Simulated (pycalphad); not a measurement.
## Effect of B content in Hf-B

CALPHAD calculation (pycalphad, COST 507 light-alloy database (1999)), 1 atm. The database dates from 1999; later assessments differ in places, in temperatures and in the compounds included. Phase fractions are per mole of atoms. Diffusion is slow at the low end, where real alloys seldom reach equilibrium.

| alloy | liquidus (°C) | first solid | solidus (°C) | phases at 227 °C |
|---|---|---|---|---|
| Hf-0.31B (at.%) | ? | bcc | ? | ? |
| Hf-1.85B (at.%) | 2199 | bcc | 1881 | hcp 0.96, BM 0.04 |
| Hf-3.69B (at.%) | 2166 | bcc | 1881 | hcp 0.93, BM 0.07 |

Task: Complete the blanks.

Result: 
- Hf-0.31B (at.%), liquidus (°C): 2227
- Hf-0.31B (at.%), solidus (°C): 2116
- Hf-0.31B (at.%), phases at 227 °C: hcp 0.99, BM 0.01

Database names, with the compositions (at.%) that they take in these runs: BM: Hf 50 B 50.
